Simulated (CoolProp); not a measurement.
Vapour pressure (MPa) of isopentane: the reference equation beside estimates from Tc = 460.3 K, pc = 3.378 MPa, ω = 0.227. Clausius-Clapeyron is anchored at 297.2 K with a constant enthalpy of vaporisation of 24.98 kJ/mol.

Computed with CoolProp (reference Helmholtz-energy equation of state, Lemmon 2006). It is a short technical equation, of lower accuracy than the large ones.

```
T (K)  reference  Clausius-Clapeyron  van der Waals  Redlich-Kwong  Soave-Redlich-Kwong
-----  ---------  ------------------  -------------  -------------  -------------------
255.2    0.01490             0.01682         0.1830        0.02864              0.01456
265.7    0.02476             0.02678         0.2337        0.04548              0.02429
276.2    0.03935             0.04116         0.2934        0.06915              0.03874
286.7    0.06012             0.06129         0.3627         0.1012              0.05942
297.2    0.08875             0.08875         0.4423         0.1435              0.08802
307.7     0.1271              0.1253         0.5328         0.1975               0.1265
318.3     0.1777              0.1735         0.6358         0.2660               0.1775
328.8     0.2419              0.2345         0.7499         0.3493               0.2423
339.3     0.3223              0.3111         0.8765         0.4498               0.3238
349.8     0.4215              0.4058          1.016         0.5693               0.4245
360.3     0.5419              0.5211          1.169         0.7095               0.5472
370.8     0.6863              0.6599          1.336         0.8719               0.6945
381.4     0.8591              0.8266          1.520          1.060               0.8711
```

Absolute difference from the reference over all 13 rows, mean and median: Clausius-Clapeyron 4.1 and 3.7 %, van der Waals 377.4 and 257.8 %, Redlich-Kwong 52.9 and 49.7 %, Soave-Redlich-Kwong 1.0 and 1.0 %.
